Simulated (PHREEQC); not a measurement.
Dissolve 0.067 mol NaOH, 3.8e-05 mol H3BO3 and 0.00049 mol K3PO4 per kg of water at 25 °C. Closed to the air; pH follows from the charge balance.

The numbers come from PHREEQC with the ion-association model, wateq4f.dat.

No solid was allowed to form.

Estimate the pH.

pH 12.72.

In which forms is P present?

PO4-3 87 %, HPO4-2 12 %, NaHPO4- 0.7 % of the P.

H3PO4, which wateq4f.dat lacks, is added to it with the constant of phreeqc.dat.
